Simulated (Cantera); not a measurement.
Input (Python, Cantera) and output of one run.

```python
import numpy as np
import cantera as ct

gas_names = """
    H HNO HNO2 HNO3 HO2 H2 H2O H2O2 N NH NH2 NH3 NH2OH NO NO2 NO3 N2 N2H2 N2H4 N2O O OH O2 O3
""".split()
cond_names = """
    H2O(s) H2O(L)
""".split()


# ... load() reads the species with a 1 bar reference pressure and builds the phases ...
atoms = {
    'N2O': {'N': 2, 'O': 1},
    'H2O': {'H': 2, 'O': 1},
}
top_T = {}  # K; cautious upper limits of use, not melting points


# ... equilibrate(T, P, feed) seeds the gas with the atoms and calls Mixture.equilibrate('TP', solver="vcs", rtol=1e-11, max_steps=5000) ...
results = []
feed = {'N2O': 1, 'H2O': 0.039}  # mol
T = 2473  # K
P = 13332.2  # Pa
mix = equilibrate(T, P, feed)
results.append((T, P, feed, dict(zip(mix.species_names, mix.species_moles))))
x = sorted(zip(gas.X, gas.species_names), reverse=True)
print(f"T = {T:g} K  P = {P:g} Pa  gas = {mix.phase_moles(0):.4g} mol")
print("   x: " + "  ".join(f"{s} {v:.3e}" for v, s in x if v > 1e-06))
print("   condensed (mol): " + ("  ".join(f"{mix.phase(i).name} {mix.phase_moles(i):.4g}"
      for i in range(1, mix.n_phases) if mix.phase_moles(i) > 1e-12) or "none"))
```

Result:

```
T = 2473 K  P = 13332.2 Pa  gas = 1.56 mol
   x: N2 6.295e-01  O2 2.974e-01  NO 2.331e-02  O 1.892e-02  H2O 1.866e-02  OH 1.036e-02  H 1.349e-03  H2 4.882e-04  NO2 9.316e-06  HO2 4.529e-06
   condensed (mol): none
```

Cantera equilibrium calculation (NASA polynomials, part measured and part estimated; ideal gas, pure solids and liquids).
